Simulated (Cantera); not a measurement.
An isothermal plug-flow reactor at 1250 K and 0.170 bar (inlet), inlet velocity 1.4 m/s, active area per volume 590 1/m; feed 4.64 % CH4, 1.43 % O2, 93.9 % N2, equivalence ratio 6.5.

Model: Deutschmann's 1995 Pt surface mechanism with GRI-Mech 3.0 gas chemistry, integrated in Cantera. Catalytic surfaces can have several steady states; this one follows from the mechanism file's or the stated starting coverage. Mass transfer to the wall is taken as infinitely fast.

x: gas mole fraction; θ: surface coverage.

| z (m) | x CH4 | x O2 | x H2O | x CO2 | x CO | θ free Pt | θ H* | θ CO* | θ C* |
|---|---|---|---|---|---|---|---|---|---|
| 0.0005 | 0.0297 | 0.00404 | 0.00418 | 6.09e-6 | 0.0157 | 0.585 | 0.00171 | 0.00241 | 0.411 |
| 0.00083 | 0.0273 | 0.00305 | 0.00382 | 6.22e-6 | 0.0179 | 0.390 | 0.00148 | 0.00122 | 0.607 |
| 0.0014 | 0.0258 | 0.00247 | 0.00354 | 6.24e-6 | 0.0193 | 0.260 | 0.00125 | 0.000582 | 0.738 |
| 0.0023 | 0.0249 | (withheld) | 0.00334 | 6.24e-6 | 0.0202 | (withheld) | (withheld) | (withheld) | 0.815 |
| 0.0038 | 0.0242 | 0.00185 | 0.00319 | 6.24e-6 | 0.0208 | 0.133 | 0.000931 | 0.000164 | 0.866 |
| 0.0064 | 0.0236 | 0.00163 | 0.00306 | 6.24e-6 | 0.0213 | 0.0970 | 0.000807 | 8.96e-5 | 0.902 |
| 0.011 | 0.0232 | 0.00146 | 0.00296 | 6.25e-6 | 0.0218 | 0.0710 | 0.000698 | 4.89e-5 | 0.928 |
| 0.018 | 0.0228 | 0.00132 | 0.00288 | 6.26e-6 | 0.0221 | 0.0539 | 0.000614 | 2.86e-5 | 0.945 |
| 0.03 | 0.0225 | (withheld) | 0.00280 | 6.27e-6 | 0.0224 | (withheld) | (withheld) | (withheld) | 0.959 |
| 0.05 | 0.0222 | 0.00109 | 0.00274 | 6.30e-6 | 0.0227 | 0.0309 | 0.000472 | 9.67e-6 | 0.969 |

Question: What belongs in the gaps?

Answer: 
- 0.0023, x O2: 0.00211
- 0.0023, θ free Pt: 0.184
- 0.0023, θ H*: 0.00108
- 0.0023, θ CO*: 0.000303
- 0.03, x O2: 0.00120
- 0.03, θ free Pt: 0.0408
- 0.03, θ H*: 0.000538
- 0.03, θ CO*: 1.66e-5
